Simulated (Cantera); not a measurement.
Cantera run:

```python
import numpy as np
import cantera as ct

gas_names = """
    F F2 N NF NF2 NF3 N2 Si SiF SiF2 SiF3 SiF4 SiN Si2 Si2N Si3
""".split()
cond_names = """
    Si(cr) Si(L) Si3N4(a)
""".split()


# ... load() reads the species with a 1 bar reference pressure and builds the phases ...
atoms = {
    'Si': {'Si': 1},
    'F2': {'F': 2},
    'NF3': {'N': 1, 'F': 3},
}
top_T = {'Si3N4(a)': 2400}  # K; cautious upper limits of use, not melting points


# ... equilibrate(T, P, feed) seeds the gas with the atoms and calls Mixture.equilibrate('TP', solver="vcs", rtol=1e-11, max_steps=5000) ...
results = []
feed = {'Si': 1, 'F2': 5.5, 'NF3': 1.3}  # mol
P = 41000  # Pa
for T in [923, 973, 1023, 1073, 1123, 1173, 1223, 1273, 1323, 1373]:
    mix = equilibrate(T, P, feed)
    results.append((T, P, feed, dict(zip(mix.species_names, mix.species_moles))))

top = {s: max(r[3][s] / sum(r[3][g] for g in gas_names) for r in results) for s in gas_names}
cols = sorted((s for s in top if top[s] > 0.0001), key=lambda s: -top[s])[:6]
seen = [c for c in cond_names if any(r[3].get(c, 0) > 1e-12 for r in results)]
print("log10 of partial pressures in bar; condensed amounts in mol")
print(f"{'T/K':>10s}" + "".join(f"{s[:9]:>10s}" for s in cols + seen))
for T, P, feed, n in results:
    ng = sum(n[g] for g in gas_names)
    print(f"{T:10.4g}" + "".join(f"{np.log10(max(n[s] / ng * P / 1e5, 1e-99)):10.3f}" for s in cols)
          + "".join(f"{n.get(c, 0):10.4g}" for c in seen))
```

Output:

```
log10 of partial pressures in bar; condensed amounts in mol
       T/K         F        F2      SiF4       NF3        N2
       923    -1.650    -0.567    -1.217    -1.492    -1.632
       973    -1.412    -0.570    -1.243    -1.821    -1.529
      1023    -1.208    -0.593    -1.265    -2.178    -1.495
      1073    -1.033    -0.637    -1.287    -2.549    -1.493
      1123    -0.886    -0.701    -1.312    -2.930    -1.507
      1173    -0.766    -0.788    -1.340    -3.326    -1.530
      1223    -0.671    -0.900    -1.369    -3.739    -1.558
      1273    -0.599    -1.035    -1.398    -4.169    -1.585
      1323    -0.548    -1.191    -1.422    -4.611    -1.610
      1373    -0.513    -1.360    -1.442    -5.056    -1.629
```

Equilibrium computed with Cantera from the NASA thermochemical tables; the gas is ideal and each condensed phase is pure.
